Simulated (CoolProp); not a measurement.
Nitrogen at 293.15 K and 0.104 MPa is throttled through a valve to 0.006 MPa with no heat exchange. Each further row changes one setting.

Model: reference Helmholtz-energy equation of state, Span 2000, in CoolProp.

```json
[
 {"case": "as stated", "final density (kg/m³)": "(withheld)"},
 {"case": "outlet pressure 0.0018 MPa", "final density (kg/m³)": "(withheld)"},
 {"case": "outlet pressure 0.0078 MPa", "final density (kg/m³)": "(withheld)"}
]
```

Question: Some entries are withheld; supply them.

Answer: 
- as stated, final density (kg/m³): 0.0690
- outlet pressure 0.0018 MPa, final density (kg/m³): 0.0207
- outlet pressure 0.0078 MPa, final density (kg/m³): 0.0897
